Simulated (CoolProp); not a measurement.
Vapour-liquid equilibrium of carbon dioxide (1) + carbonyl sulfide (2) at 1.22 MPa; x and y are mole fractions of (1).

Model: multi-fluid Helmholtz-energy mixture model, Span 1996 and Lemmon 2006; pair parameters Bell 2016, in CoolProp.

```json
[
 {"x": "0.05", "bubble temperature, mixture model (K)": "285.9", "bubble temperature, Raoult's law (K)": "288.9", "y, mixture model": "0.239", "y, Raoult's law": "0.212"},
 {"x": "0.125", "bubble temperature, mixture model (K)": "274.4", "bubble temperature, Raoult's law (K)": "280.2", "y, mixture model": "0.467", "y, Raoult's law": "0.428"},
 {"x": "0.2", "bubble temperature, mixture model (K)": "266.4", "bubble temperature, Raoult's law (K)": "273.2", "y, mixture model": "0.601", "y, Raoult's law": "0.573"},
 {"x": "0.275", "bubble temperature, mixture model (K)": "260.7", "bubble temperature, Raoult's law (K)": "267.5", "y, mixture model": "0.686", "y, Raoult's law": "0.674"},
 {"x": "0.35", "bubble temperature, mixture model (K)": "256.4", "bubble temperature, Raoult's law (K)": "262.7", "y, mixture model": "0.744", "y, Raoult's law": "0.750"},
 {"x": "0.425", "bubble temperature, mixture model (K)": "253.0", "bubble temperature, Raoult's law (K)": "258.5", "y, mixture model": "0.787", "y, Raoult's law": "0.807"},
 {"x": "0.5", "bubble temperature, mixture model (K)": "250.4", "bubble temperature, Raoult's law (K)": "254.9", "y, mixture model": "0.822", "y, Raoult's law": "0.851"},
 {"x": "0.575", "bubble temperature, mixture model (K)": "248.1", "bubble temperature, Raoult's law (K)": "251.7", "y, mixture model": "0.851", "y, Raoult's law": "0.887"},
 {"x": "0.65", "bubble temperature, mixture model (K)": "246.1", "bubble temperature, Raoult's law (K)": "248.8", "y, mixture model": "0.877", "y, Raoult's law": "0.916"},
 {"x": "0.725", "bubble temperature, mixture model (K)": "244.3", "bubble temperature, Raoult's law (K)": "246.2", "y, mixture model": "0.901", "y, Raoult's law": "0.940"},
 {"x": "0.8", "bubble temperature, mixture model (K)": "242.7", "bubble temperature, Raoult's law (K)": "243.9", "y, mixture model": "0.926", "y, Raoult's law": "0.960"},
 {"x": "0.875", "bubble temperature, mixture model (K)": "241.1", "bubble temperature, Raoult's law (K)": "241.8", "y, mixture model": "0.952", "y, Raoult's law": "0.977"},
 {"x": "0.95", "bubble temperature, mixture model (K)": "239.6", "bubble temperature, Raoult's law (K)": "239.8", "y, mixture model": "0.980", "y, Raoult's law": "0.991"}
]
```

The largest gap from Raoult's law is -6.8 K in bubble temperature, at x = 0.275. No azeotrope shows between x = 0.05 and 0.95.

The pair parameters rest on a limited set of measurements; away from them the model extrapolates.
